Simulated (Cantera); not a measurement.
A perfectly stirred reactor is fed with CH₄ : O₂ : N₂ : H₂O = 1 : 4.76 : 19 : 0.74 (molar parts), at 760 Torr; it is adiabatic with a 450 K inlet, and is followed from long to short residence time, starting on the burning branch (τ in s: 0.054, 0.019, 0.0065, 0.0023, 0.0008, 0.00028, 9.7e-05, 3.4e-05, 1.2e-05).

Cantera simulation using GRI-Mech 3.0 (53 species, 325 reactions); the numbers are that mechanism's predictions, not measurements.

**Question.** What does this change do: pressure from 760 Torr to 5330 Torr?

**Answer.** 
```
quantity                                                                      before                               after
------------------------------------------------  ----------------------------------  ----------------------------------
blow-out, bracketed by the residence times tried  burning at 6.50 ms, out at 2.30 ms  burning at 19.0 ms, out at 6.50 ms
x(CH₄) at τ = 54.0 ms                                                        8.52e-5                            0.000281
x(O₂) at τ = 54.0 ms                                                           0.109                               0.110
x(H₂O) at τ = 54.0 ms                                                          0.107                               0.107
x(H₂) at τ = 54.0 ms                                                         5.97e-5                             4.56e-5
x(C₂H) at τ = 54.0 ms                                                         <1e-12                            1.12e-12
x(CH₄) at τ = 0.800 ms                                                        0.0392                              0.0392
x(O₂) at τ = 0.800 ms                                                          0.187                               0.187
x(H₂O) at τ = 0.800 ms                                                        0.0290                              0.0290
x(H₂) at τ = 0.800 ms                                                         <1e-12                              <1e-12
x(C₂H) at τ = 0.800 ms                                                        <1e-12                              <1e-12
```

**Question.** What does this change do: pressure from 760 Torr to 5850 Torr?

**Answer.** 
| quantity | before | after |
|---|---|---|
| blow-out, bracketed by the residence times tried | burning at 6.50 ms, out at 2.30 ms | burning at 19.0 ms, out at 6.50 ms |
| x(CH₄) at τ = 54.0 ms | 8.52e-5 | 0.000290 |
| x(O₂) at τ = 54.0 ms | 0.109 | 0.110 |
| x(H₂O) at τ = 54.0 ms | 0.107 | 0.107 |
| x(H₂) at τ = 54.0 ms | 5.97e-5 | 4.40e-5 |
| x(C₂H) at τ = 54.0 ms | <1e-12 | 1.03e-12 |
| x(CH₄) at τ = 0.800 ms | 0.0392 | 0.0392 |
| x(O₂) at τ = 0.800 ms | 0.187 | 0.187 |
| x(H₂O) at τ = 0.800 ms | 0.0290 | 0.0290 |
| x(H₂) at τ = 0.800 ms | <1e-12 | <1e-12 |
| x(C₂H) at τ = 0.800 ms | <1e-12 | <1e-12 |
